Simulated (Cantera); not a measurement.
Input (Python, Cantera) and output of one run.

```python
import numpy as np
import cantera as ct

gas_names = """
    N NO NO2 NO3 N2 N2O O O2 O3 Si SiN SiO SiO2 Si2 Si2N Si3
""".split()
cond_names = """
    Si(cr) Si(L) SiO2(Lqz) SiO2(hqz) SiO2(L) Si2N2O(s) Si3N4(a)
""".split()


# ... load() reads the species with a 1 bar reference pressure and builds the phases ...
atoms = {
    'Si': {'Si': 1},
    'O2': {'O': 2},
    'N2': {'N': 2},
}
top_T = {'Si2N2O(s)': 2100, 'Si3N4(a)': 2400}  # K; cautious upper limits of use, not melting points


# ... equilibrate(T, P, feed) seeds the gas with the atoms and calls Mixture.equilibrate('TP', solver="vcs", rtol=1e-11, max_steps=5000) ...
results = []
feed = {'Si': 1, 'O2': 0.0099, 'N2': 120}  # mol
P = 440  # Pa
for T in [1125, 1275, 1425, 1575, 1725, 1875, 2025]:
    mix = equilibrate(T, P, feed)
    results.append((T, P, feed, dict(zip(mix.species_names, mix.species_moles))))

top = {s: max(r[3][s] / sum(r[3][g] for g in gas_names) for r in results) for s in gas_names}
cols = sorted((s for s in top if top[s] > 1e-05), key=lambda s: -top[s])[:9]
seen = [c for c in cond_names if any(r[3].get(c, 0) > 1e-12 for r in results)]
print("log10 of partial pressures in bar; condensed amounts in mol")
print(f"{'T/K':>10s}" + "".join(f"{s[:9]:>10s}" for s in cols + seen))
for T, P, feed, n in results:
    ng = sum(n[g] for g in gas_names)
    print(f"{T:10.4g}" + "".join(f"{np.log10(max(n[s] / ng * P / 1e5, 1e-99)):10.3f}" for s in cols)
          + "".join(f"{n.get(c, 0):10.4g}" for c in seen))
```

Result:

```
log10 of partial pressures in bar; condensed amounts in mol
       T/K        N2        Si       SiO       SiN      Si2N       Si2     Si(L) Si2N2O(s)  Si3N4(a)
      1125    -2.357   -17.333   -13.466   -17.477   -21.750   -25.967         0    0.0198    0.3201
      1275    -2.357   -13.541   -10.281   -14.120   -16.910   -20.084         0    0.0198    0.3201
      1425    -2.357   -10.555    -7.778   -11.479   -13.105   -15.456         0   0.01935    0.3203
      1575    -2.357    -8.146    -6.137    -9.348   -10.040   -11.724         0         0    0.3267
      1725    -2.357    -6.163    -6.137    -7.594    -7.520    -8.654         0         0    0.3197
      1875    -2.358    -5.043    -6.140    -6.668    -6.496    -7.168    0.7043         0         0
      2025    -2.360    -4.471    -6.143    -6.261    -6.390    -6.666         0         0         0
```

Equilibrium computed with Cantera from the NASA thermochemical tables; the gas is ideal and each condensed phase is pure. N2 is the only nitrogen source here; it is nearly inert below about 1500 K, so the nitride shown seldom forms there in practice. Mutual solubility and eutectic melting of coexisting phases are not modelled. The tables' values for SiN are old estimates; treat these amounts as uncertain.
